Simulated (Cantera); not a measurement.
Cantera run, input and output.

```python
import numpy as np
import cantera as ct

gas = ct.Solution("gri30.yaml")
gas.TPX = 1673, 24000, {'C3H8': 1, 'O2': 2.17, 'N2': 8.17}
reactor = ct.IdealGasReactor(gas, energy="on", clone=False)
net = ct.ReactorNet([reactor])
net.rtol, net.atol = 1e-08, 1e-16
show = ['C3H8', 'O2', 'CO2', 'H', 'CH4', 'C2H2', 'OH']
times = np.geomspace(7e-06, 0.3, 13)

steps = ct.SolutionArray(gas, extra=["t"])
rows = []
print(f"{'t/s':>10s}{'T/K':>9s}{'P/Pa':>11s}" + "".join(f"{s:>11s}" for s in show))
for t in times:
    while net.time < t:
        t_next = net.step()
        steps.append(gas.state, t=t_next)
    rows.append([np.interp(t, steps.t, y) for y in (steps.T, steps.P, *steps(*show).X.T)])
    print(f"{t:10.3e}{rows[-1][0]:9.1f}{rows[-1][1]:11.4g}" + "".join(f"{x:11.3e}" for x in rows[-1][2:]))
rate = np.gradient(steps.T, steps.t)
print("integrator steps:", len(steps.t))
if steps.T.max() > steps.T[0] + 200:
    print(f"time of steepest temperature rise: {steps.t[rate.argmax()]:.4e} s")
gas.TPX = 1673, 24000, {'C3H8': 1, 'O2': 2.17, 'N2': 8.17}
gas.equilibrate("UV")
print(f"equilibrium (UV): T = {gas.T:.1f} K  " + "  ".join(f"{s} {gas[s].X[0]:.3e}" for s in show))
```

Result:

```
       t/s      T/K       P/Pa       C3H8         O2        CO2          H        CH4       C2H2         OH
 7.000e-06   1635.6  2.365e+04  8.106e-02  1.889e-01  9.821e-06  1.075e-04  1.825e-04  3.613e-06  8.852e-05
 1.703e-05   1610.1  2.363e+04  6.887e-02  1.831e-01  1.102e-04  1.787e-04  1.166e-03  5.925e-05  1.468e-04
 4.141e-05   1641.5  2.514e+04  3.652e-02  1.603e-01  6.533e-04  4.462e-04  6.603e-03  8.584e-04  3.206e-04
 1.007e-04   2911.8  5.498e+04  1.032e-10  1.114e-04  1.323e-02  1.343e-02  8.766e-04  9.677e-03  2.609e-03
 2.450e-04   2881.1  5.585e+04  2.312e-16  2.335e-05  1.081e-02  1.793e-02  1.272e-05  5.262e-05  2.263e-03
 5.958e-04   2799.4   5.46e+04  1.893e-32  5.172e-05  1.092e-02  2.722e-02  5.433e-11  7.042e-13  3.160e-03
 1.449e-03   2740.3  5.366e+04  3.976e-35  8.080e-05  1.113e-02  3.419e-02  6.503e-12  6.367e-14  3.772e-03
 3.525e-03   2728.6  5.347e+04  1.866e-35  8.820e-05  1.119e-02  3.570e-02  4.989e-12  4.718e-14  3.904e-03
 8.573e-03   2728.7  5.347e+04  1.817e-35  8.865e-05  1.120e-02  3.575e-02  4.940e-12  4.669e-14  3.913e-03
 2.085e-02   2728.7  5.347e+04  1.815e-35  8.867e-05  1.120e-02  3.575e-02  4.938e-12  4.667e-14  3.914e-03
 5.071e-02   2728.7  5.347e+04  1.815e-35  8.867e-05  1.120e-02  3.575e-02  4.938e-12  4.667e-14  3.914e-03
 1.233e-01   2728.7  5.347e+04  1.815e-35  8.867e-05  1.120e-02  3.575e-02  4.938e-12  4.667e-14  3.914e-03
 3.000e-01   2728.7  5.347e+04  1.815e-35  8.867e-05  1.120e-02  3.575e-02  4.938e-12  4.667e-14  3.914e-03
integrator steps: 1677
time of steepest temperature rise: 7.8275e-05 s
equilibrium (UV): T = 2728.7 K  C3H8 2.367e-35  O2 8.867e-05  CO2 1.120e-02  H 3.575e-02  CH4 5.442e-12  C2H2 4.957e-14  OH 3.914e-03
```

Detailed kinetics in Cantera: GRI-Mech 3.0 (53 species, 325 reactions). GRI-Mech 3.0 was tuned for natural gas; its chemistry of propane as a main component is partial and can be far from experiment.
